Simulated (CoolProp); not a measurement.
Model: reference Helmholtz-energy equation of state, Lemmon 2006, in CoolProp. It is a short technical equation, of lower accuracy than the large ones.

For toluene, give the phase and the cp (kJ/(kg K)), speed of sound (m/s), expansivity (1/kK), conductivity (mW/(m K)) at 262.05 °C and 0.734 MPa; 262.05 °C and 1.3 MPa.


- 262.05 °C and 0.734 MPa: gas; cp 2.04, speed of sound 205, expansivity 2.62, conductivity 33.6
- 262.05 °C and 1.3 MPa: gas; cp 2.16, speed of sound 185, expansivity 3.72, conductivity 33.9

Thermal conductivity comes from a separate model (Assael 2012).
